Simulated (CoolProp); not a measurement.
The fluid at 250.48 K and 0.305 MPa (stagnation) flows isentropically through a choked orifice. The same conditions are run with several fluids, on thermodynamics alone (safety and materials aside).

Values from CoolProp's reference Helmholtz-energy equation of state of each fluid (C2F6 (R116): Lemmon 2006; oxygen: Schmidt 1985; dry air: Lemmon 2000; hydrogen chloride: Thol 2018; normal hydrogen: Leachman 2009). Blends and air are pseudo-pure fits.

```tsv
fluid	throat to inlet pressure ratio	mass flux (kg/(m² s))	throat temperature (K)
C2F6 (R116)	(withheld)	(withheld)	238.1
oxygen	0.528	(withheld)	(withheld)
dry air	0.528	781	(withheld)
hydrogen chloride	(withheld)	887	209.1
normal hydrogen	0.522	207	(withheld)
```

What belongs in the gaps?


- C2F6 (R116), throat to inlet pressure ratio: 0.591
- C2F6 (R116), mass flux (kg/(m² s)): 1590
- oxygen, mass flux (kg/(m² s)): 820
- oxygen, throat temperature (K): 208.7
- dry air, throat temperature (K): 208.5
- hydrogen chloride, throat to inlet pressure ratio: 0.529
- normal hydrogen, throat temperature (K): 206.4
